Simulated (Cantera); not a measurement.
A perfectly stirred reactor is fed with 4.84 % H₂, 80.6 % O₂, 14.5 % N₂, at 2670 Pa; it is held at 1125 K, and followed from long to short residence time.

Computed with Cantera and the H2/O2 subset of GRI-Mech 3.0, which has no nitrogen chemistry. Radical loss at walls, strong at low pressure, is not modelled. The temperature is held fixed by assumption; the heat of reaction is taken as removed at once.

One state of this run: x H₂ = 0.000136; x O₂ = 0.801; x H₂O₂ = 1.24e-7; x H₂O = 0.0492; x O = 0.000782; x H = 4.35e-5. x: mole fraction; the columns are a selection and need not sum to one.

Q: Which value of τ (s) does it belong to?
(A) 1.4
(B) 0.48
(C) 3.9
(D) 0.0070

A: A, 1.4
